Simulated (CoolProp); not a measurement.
Vapour-liquid equilibrium of R22 (1) + R114 (2) at 6.73 bar; x and y are mole fractions of (1).

Computed with CoolProp (multi-fluid Helmholtz-energy mixture model, Kamei 1995 and Platzer 1990; pair parameters Bell 2016). This equation is an older, rougher fit; its heat capacities, sound speeds and derivatives of the liquid may be far off and weren't checked against measurements.

Question: Give the bubble temperature and the first vapour's composition at x = 0.45, 0.55, 0.85. Is there an azeotrope?

Answer: x = 0.45: 26.7 °C, y = 0.759; x = 0.55: 22.8 °C, y = 0.814; x = 0.85: 13.5 °C, y = 0.944. No azeotrope shows between x = 0.05 and 0.95.

Pair parameters are fitted to limited data, so mixtures are less certain than the pure fluids.
